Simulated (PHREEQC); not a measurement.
A solution holds 0.27 mol/kgw TMAH, 5.9e-06 mol/kgw H4SiO4 and 0.024 mol/kgw (CH3)4NCl, at 25 °C. Closed to the air; pH follows from the charge balance.

Computed with PHREEQC (ion-association model, phreeqc.dat).

```tsv
quantity	before	after
pH	13.26	12.63
H3SiO4- (mol/kgw)	1.43e-6	7.76e-7
H4SiO4 (mol/kgw)	3.43e-10	9.77e-10
SI of Quartz (SiO2)	-5.45	-5.02
```

Q: What was changed between the two runs?
A. diluted 5-fold with water
B. 0.014 mol/kgw KH2PO4 added
C. temperature from 25 to 70 °C
D. (CH3)4NCl from 0.024 to 0.12 mol/kgw
E. TMAH replaced by (CH3)4NF at the same molality

A: A, diluted 5-fold with water

This is a speciation only: nothing precipitates in the calculation. (CH3)4N+ isn't in the database: it is added as a free cation with an ion size of 4 Å.
